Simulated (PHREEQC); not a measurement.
Make-up at 25 °C: 0.089 mol/kgw K2CO3. Closed to the air; pH follows from the charge balance.

Computed with PHREEQC (ion-association model, phreeqc.dat).

Each row changes one thing in this solution. No solid was allowed to form.

```csv
case,pH,ionic strength (mol/kgw)
as made,11.34,0.264
diluted 100-fold with water,10.49,0.00234
diluted 10-fold with water,10.98,0.0256
temperature from 25 to 15 °C,11.57,0.265
K2CO3 replaced by K3PO4 at the same molality,12.02,0.498
diluted 5-fold with water,11.10,0.0518
K2CO3 from 0.089 to 0.0178 mol/kgw,11.10,0.0518
K2CO3 replaced by Na2CO3 at the same molality,11.25,0.186
K2CO3 from 0.089 to 0.445 mol/kgw,11.57,1.33
```

The ionic strength passes 0.7 mol/kgw, the rough limit of the ion-association models, in K2CO3 from 0.089 to 0.445 mol/kgw.
